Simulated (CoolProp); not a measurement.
R1234yf along the isotherm 410 K: Z from the reference equation and from simpler models built on Tc = 367.8 K, pc = 3.384 MPa, ω = 0.276; each cubic takes its own stable root.

Values from CoolProp's reference Helmholtz-energy equation of state, Lemmon 2022.

```
p (MPa)          phase  reference  Redlich-Kwong  Peng-Robinson
-------  -------------  ---------  -------------  -------------
0.0268             gas     0.9981         0.9980         0.9979
0.0549             gas     0.9961         0.9960         0.9957
0.113              gas     0.9919         0.9917         0.9911
0.232              gas     0.9834         0.9828         0.9816
0.476              gas     0.9656              ?              ?
0.977              gas          ?              ?         0.9212
2.01               gas     0.8458              ?              ?
4.12     supercritical     0.6509         0.6286         0.6397
8.46     supercritical     0.4329              ?              ?
```

Task: Some entries are withheld; supply them.

Result: 
- 0.476, Redlich-Kwong: 0.9645
- 0.476, Peng-Robinson: 0.9621
- 0.977, reference: 0.9281
- 0.977, Redlich-Kwong: 0.9256
- 2.01, Redlich-Kwong: 0.8397
- 2.01, Peng-Robinson: 0.8336
- 8.46, Redlich-Kwong: 0.4750
- 8.46, Peng-Robinson: 0.4733
